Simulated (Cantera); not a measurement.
An adiabatic, constant-volume homogeneous reactor starts with 38.7 % H2, 12.9 % O2, 48.4 % N2, equivalence ratio 1.5, at 1350 K and 46000 Pa.

Detailed kinetics in Cantera: GRI-Mech 3.0 (53 species, 325 reactions).

### Question
Predict: time of steepest temperature rise; temperature at 0.600 s; equilibrium temperature; x(H2) at 0.600 s; x(O2) at 0.600 s; x(HO2) at 0.600 s; x(NO) at 0.600 s; x(H) at 0.600 s.

### Answer
```
Property                                                             Value
---------------------------------  ---------------------------------------
time of steepest temperature rise                                  49.6 µs
temperature at 0.600 s                                              2894 K
equilibrium temperature                                             2894 K
x(H2) at 0.600 s                       0.146 (gas-phase equilibrium 0.146)
x(O2) at 0.600 s                   0.00306 (gas-phase equilibrium 0.00306)
x(HO2) at 0.600 s                  2.22e-6 (gas-phase equilibrium 2.22e-6)
x(NO) at 0.600 s                   0.00415 (gas-phase equilibrium 0.00415)
x(H) at 0.600 s                      0.0457 (gas-phase equilibrium 0.0457)
```
